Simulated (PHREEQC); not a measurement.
Solution (80 °C): 0.052 mol LiOH, 0.0012 mol Na2SiO3 and 0.0062 mol Na2CO3 per kg of water. Closed to the air; pH follows from the charge balance.

Model: ion-association model, wateq4f.dat, run in PHREEQC.

Each row changes one thing in this solution. Precipitation was switched off in this run.

```csv
case,pH,ionic strength (mol/kgw),Na+ (mol/kgw)
as made,11.22,0.0674,0.0119
Na2CO3 replaced by KHCO3 at the same molality,11.17,0.0654,0.00171
Na2SiO3 from 0.0012 to 0.00132 mol/kgw,11.22,0.0676,0.0121
Na2CO3 left out,11.23,0.0547,0.00240
LiOH left out,10.03,0.0140,0.0121
Na2SiO3 from 0.0012 to 0.0018 mol/kgw,11.23,0.0685,0.0130
Na2SiO3 left out,11.22,0.0653,0.00980
```

At this temperature some constants are extrapolated from 25 °C, and those without enthalpy data are left unchanged.
